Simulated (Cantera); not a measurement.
Cantera run:

```python
import numpy as np
import cantera as ct

gas_names = """
    C CN CO CO2 C2 CCN CNC C2N2 C2O C3 C3O2 C4 C4N2 C5 N NCO NO NO2 NO3 N2 N2O O O2 O3 Si SiC SiC2 SiN
    SiO SiO2 Si2 Si2C Si2N Si3
""".split()
cond_names = """
    C(gr) Si(cr) Si(L) SiC(b) SiO2(Lqz) SiO2(hqz) SiO2(L) Si2N2O(s) Si3N4(a)
""".split()


# ... load() reads the species with a 1 bar reference pressure and builds the phases ...
atoms = {
    'SiO2': {'Si': 1, 'O': 2},
    'C': {'C': 1},
    'N2': {'N': 2},
}
top_T = {'C(gr)': 4500, 'SiC(b)': 3050, 'Si2N2O(s)': 2100, 'Si3N4(a)': 2400}  # K; cautious upper limits of use, not melting points


# ... equilibrate(T, P, feed) seeds the gas with the atoms and calls Mixture.equilibrate('TP', solver="vcs", rtol=1e-11, max_steps=5000) ...
results = []
feed = {'SiO2': 1, 'C': 0.87, 'N2': 0.024}  # mol
T = 1623.15  # K
P = 7.5  # Pa
mix = equilibrate(T, P, feed)
results.append((T, P, feed, dict(zip(mix.species_names, mix.species_moles))))
x = sorted(zip(gas.X, gas.species_names), reverse=True)
print(f"T = {T:g} K  P = {P:g} Pa  gas = {mix.phase_moles(0):.4g} mol")
print("   x: " + "  ".join(f"{s} {v:.3e}" for v, s in x if v > 0.0001))
print("   condensed (mol): " + ("  ".join(f"{mix.phase(i).name} {mix.phase_moles(i):.4g}"
      for i in range(1, mix.n_phases) if mix.phase_moles(i) > 1e-12) or "none"))
```

It prints:

```
T = 1623.15 K  P = 7.5 Pa  gas = 1.764 mol
   x: SiO 4.933e-01  CO 4.929e-01  N2 1.360e-02  CO2 1.963e-04
   condensed (mol): SiO2(hqz) 0.1297
```

Cantera equilibrium calculation (NASA polynomials, part measured and part estimated; ideal gas, pure solids and liquids). The tables hold silica as quartz up to 1696 K and as liquid above; real silica turns to tridymite and cristobalite and melts near 1996 K.
